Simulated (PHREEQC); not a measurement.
1.1 g of hydrous ferric oxide (600 m²/g; 0.2 weak and 0.005 strong sites per Fe, Dzombak-Morel constants, diffuse double layer) in 1 kg of water with 0.005 mol/kgw of an inert sodium salt, at 25 °C; the pH is set by adding NaOH or the inert anion's acid. O2 is buffered at 0.21 atm. CO2 from the air is kept out. Precipitation was switched off in this run.

All values are PHREEQC results (ion-association model, wateq4f.dat), not measurements.

| pH | surface charge σ (C/m²) | surface potential ψ (mV) |
|---|---|---|
| 4 | 0.188 | 192 |
| 4.38 | 0.146 | 180 |
| 4.75 | 0.112 | 167 |
| 5.12 | 0.083 | 153 |
| 5.5 | 0.060 | 137 |
| 5.88 | 0.043 | 119 |
| 6.25 | 0.029 | 101 |
| 6.62 | 0.020 | 82 |
| 7 | 0.013 | 62 |
| 7.38 | 0.007 | 41 |
| 7.75 | 0.003 | 20 |
| 8.12 | 0.000 | -1 |
| 8.5 | -0.004 | -22 |
| 8.88 | -0.008 | -43 |
| 9.25 | -0.013 | -64 |
| 9.62 | -0.020 | -83 |
| 10 | -0.031 | -103 |
